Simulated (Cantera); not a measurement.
A Cantera script and what it prints.

```python
import numpy as np
import cantera as ct

gas_names = [...]  # 47 gases of nasa_gas.yaml made of Cl, H, N, O, Si
cond_names = """
    H2O(s) H2O(L) NH4CL(a) NH4CL(b) Si(cr) Si(L) SiO2(Lqz) SiO2(hqz) SiO2(L) Si2N2O(s) Si3N4(a)
""".split()


# ... load() reads the species with a 1 bar reference pressure and builds the phases ...
atoms = {
    'SiH2Cl2': {'Si': 1, 'H': 2, 'CL': 2},
    'O2': {'O': 2},
    'N2': {'N': 2},
    'O3': {'O': 3},
}
top_T = {'Si2N2O(s)': 2100, 'Si3N4(a)': 2400}  # K; cautious upper limits of use, not melting points


# ... equilibrate(T, P, feed) seeds the gas with the atoms and calls Mixture.equilibrate('TP', solver="vcs", rtol=1e-11, max_steps=5000) ...
results = []
T = 1125  # K
P = 27  # Pa
for m in [0.079, 0.16, 0.34, 0.7, 1.5, 3, 6.2]:
    feed = {'SiH2Cl2': 1, 'O2': m, 'N2': 19, 'O3': 0.086}  # mol
    mix = equilibrate(T, P, feed)
    results.append((T, P, feed, dict(zip(mix.species_names, mix.species_moles))))
    x = sorted(zip(gas.X, gas.species_names), reverse=True)
    print(f"T = {T:g} K  P = {P:g} Pa  n(O2) = {m:g} mol  gas = {mix.phase_moles(0):.4g} mol")
    print("   x: " + "  ".join(f"{s} {v:.3e}" for v, s in x if v > 1e-05))
    print("   condensed (mol): " + ("  ".join(f"{mix.phase(i).name} {mix.phase_moles(i):.4g}"
          for i in range(1, mix.n_phases) if mix.phase_moles(i) > 1e-12) or "none"))
```

It prints:

```
T = 1125 K  P = 27 Pa  n(O2) = 0.079 mol  gas = 20.45 mol
   x: N2 9.069e-01  HCL 7.724e-02  H2 1.027e-02  SiCL4 4.511e-03  SiCL2 5.599e-04  SiCL3 4.530e-04  SiHCL3 1.042e-05
   condensed (mol): Si2N2O(s) 0.416  Si3N4(a) 0.01827
T = 1125 K  P = 27 Pa  n(O2) = 0.16 mol  gas = 20.52 mol
   x: N2 9.033e-01  HCL 9.428e-02  H2 1.589e-03  SiCL4 7.696e-04  SiCL3 2.490e-05
   condensed (mol): SiO2(hqz) 0.0575  Si2N2O(s) 0.463
T = 1125 K  P = 27 Pa  n(O2) = 0.34 mol  gas = 20.64 mol
   x: N2 9.039e-01  HCL 9.374e-02  H2 1.577e-03  SiCL4 7.635e-04  SiCL3 2.475e-05
   condensed (mol): SiO2(hqz) 0.2975  Si2N2O(s) 0.343
T = 1125 K  P = 27 Pa  n(O2) = 0.7 mol  gas = 20.88 mol
   x: N2 9.050e-01  HCL 9.267e-02  H2 1.553e-03  SiCL4 7.517e-04  SiCL3 2.446e-05
   condensed (mol): SiO2(hqz) 0.7775  Si2N2O(s) 0.1031
T = 1125 K  P = 27 Pa  n(O2) = 1.5 mol  gas = 21.64 mol
   x: N2 8.780e-01  HCL 8.636e-02  O2 2.753e-02  CL 4.006e-03  H2O 3.032e-03  CL2 1.029e-03  NO 4.057e-05
   condensed (mol): SiO2(hqz) 1
T = 1125 K  P = 27 Pa  n(O2) = 3 mol  gas = 23.14 mol
   x: N2 8.211e-01  O2 9.017e-02  HCL 7.924e-02  CL 4.542e-03  H2O 3.594e-03  CL2 1.323e-03  NO 7.100e-05
   condensed (mol): SiO2(hqz) 1
T = 1125 K  P = 27 Pa  n(O2) = 6.2 mol  gas = 26.34 mol
   x: N2 7.213e-01  O2 2.004e-01  HCL 6.842e-02  CL 4.686e-03  H2O 3.752e-03  CL2 1.409e-03  NO 9.920e-05
   condensed (mol): SiO2(hqz) 1
```

Cantera equilibrium calculation (NASA polynomials, part measured and part estimated; ideal gas, pure solids and liquids). N2 is the only nitrogen source here; it is nearly inert below about 1500 K, so the nitride shown seldom forms there in practice. Mutual solubility and eutectic melting of coexisting phases are not modelled. The tables' values for SiCl3 are old estimates; treat these amounts as uncertain.
